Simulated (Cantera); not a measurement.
Input (Python, Cantera):

```python
import numpy as np
import cantera as ct

surf = ct.Interface("diamond.yaml", "diamond_100")
gas, bulk = surf.adjacent["gas"], surf.adjacent["diamond"]
k = surf.kinetics_species_index(bulk.species_names[0])
cover = ["c6HH", "c6H*", "c6*H", "c6**", "c6HM", "c6B"]

rows, drift = [], 0.0
print(f"{'xCH3':>10s}{'um/h':>11s}" + "".join(f"{s:>11s}" for s in cover))
for v in [1e-06, 2.6e-06, 6.7e-06, 1.7e-05, 4.4e-05, 0.00011, 0.0003, 0.00076, 0.002]:
    T, P, xH, xCH3 = 1223, 1300, 0.00029, v
    gas.TPX = T, P, {"H": xH, "CH3": xCH3, "CH4": 0.016, "H2": 1 - xH - xCH3 - 0.016}
    surf.TP = bulk.TP = T, P
    surf.coverages = "c6H*:0.1, c6HH:0.9"
    surf.advance_coverages(100.0)
    before = surf.coverages
    surf.advance_coverages(100.0)
    drift = max(drift, np.max(np.abs(surf.coverages - before) / (surf.coverages + 1e-9)))
    rate = surf.net_production_rates[k] * bulk.mean_molecular_weight / bulk.density * 3.6e9
    rows.append([rate, *surf[cover].coverages])
    print(f"{v:10.4g}{rate:11.4e}" + "".join(f"{x:11.3e}" for x in rows[-1][1:]))
```

It prints:

```
      xCH3       um/h       c6HH       c6H*       c6*H       c6**       c6HM        c6B
     1e-06 3.9188e-04  5.150e-01  3.560e-02  4.361e-01  1.326e-02  2.003e-06  1.063e-12
   2.6e-06 1.0184e-03  5.150e-01  3.560e-02  4.361e-01  1.325e-02  5.208e-06  2.763e-12
   6.7e-06 2.6212e-03  5.150e-01  3.560e-02  4.360e-01  1.323e-02  1.342e-05  7.113e-12
   1.7e-05 6.6309e-03  5.149e-01  3.559e-02  4.360e-01  1.319e-02  3.402e-05  1.799e-11
   4.4e-05 1.7029e-02  5.148e-01  3.558e-02  4.358e-01  1.308e-02  8.788e-05  4.621e-11
   0.00011 4.1777e-02  5.144e-01  3.554e-02  4.353e-01  1.283e-02  2.187e-04  1.134e-10
    0.0003 1.0816e-01  5.133e-01  3.544e-02  4.341e-01  1.214e-02  5.890e-04  2.935e-10
   0.00076 2.4432e-01  5.111e-01  3.524e-02  4.316e-01  1.075e-02  1.454e-03  6.630e-10
     0.002 5.0092e-01  5.064e-01  3.483e-02  4.266e-01  8.214e-03  3.639e-03  1.359e-09
```

Cantera simulation using the Harris–Goodwin 1993 mechanism for the reconstructed diamond (100) surface; the numbers are that mechanism's predictions, not measurements.
